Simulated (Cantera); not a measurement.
## Carbothermic reduction: MgO + C + H2

Input: 1 mol MgO, a varied amount of C, 12 mol H2, at 398 Torr.

These are equilibrium values from Cantera (NASA tables, ideal gas, pure condensed phases), not measurements of a reactor. Candidate condensed phases: C, C6H6, C7H8, C8H18, H2O, Mg, MgCO3, MgO, Mg(OH)2; 116 gas species. The numbers say what is thermodynamically allowed, not how fast it happens.

### Question
Map the stable condensed phases over T = 1648, 1698, 1748, 1798, 1848, 1898, 1948, 1998, 2048, 2098, 2148, 2198, 2248, 2298 K and n(C) in mol = 0.75, 0.9, 1.1, 1.3, 1.6, 1.9, 2.2, 2.7, 3.2, 3.9, 4.6.

### Answer
```
T in K \ n(C) in mol
         0.75  0.9  1.1  1.3  1.6  1.9  2.2  2.7  3.2  3.9  4.6
   2298     A    B    B    C    C    C    C    C    C    C    C
   2248     A    B    C    C    C    C    C    C    C    C    C
   2198     A    A    C    C    C    C    C    C    C    C    C
   2148     A    A    C    C    C    C    C    C    C    C    C
   2098     A    A    C    C    C    C    C    C    C    C    C
   2048     A    A    C    C    C    C    C    C    C    C    C
   1998     A    A    C    C    C    C    C    C    C    C    C
   1948     A    A    C    C    C    C    C    C    C    C    C
   1898     A    A    C    C    C    C    C    C    C    C    C
   1848     A    A    C    C    C    C    C    C    C    C    C
   1798     A    A    C    C    C    C    C    C    C    C    C
   1748     D    D    D    D    D    D    D    D    D    D    D
   1698     D    D    D    D    D    D    D    D    D    D    D
   1648     D    D    D    D    D    D    D    D    D    D    D
```
A: MgO; B: gas only; C: C; D: C + MgO.
